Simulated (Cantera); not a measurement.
Input: 1 mol SiO₂, a varied amount of CO, at 0.0133 bar.

Equilibrium computed with Cantera from the NASA thermochemical tables; the gas is ideal and each condensed phase is pure. Candidate condensed phases: C, Si, SiC, SiO₂; 20 gas species. The tables hold silica as quartz up to 1696 K and as liquid above; real silica turns to tridymite and cristobalite and melts near 1996 K. Kinetics and transport are ignored.

Task: What condenses at these points (T in K, n(CO) in mol): (2325, 12); (2075, 1.3); (2025, 7.9); (1875, 12); (2175, 19)?

Result: 
| T (K) | n(CO) in mol | condensed phases | Si condensed (%) |
|---|---|---|---|
| 2325 | 12 | gas only | 0.0 |
| 2075 | 1.3 | SiO₂ | 92.4 |
| 2025 | 7.9 | SiO₂ | 67.4 |
| 1875 | 12 | SiO₂ | 84.7 |
| 2175 | 19 | gas only | 0.0 |
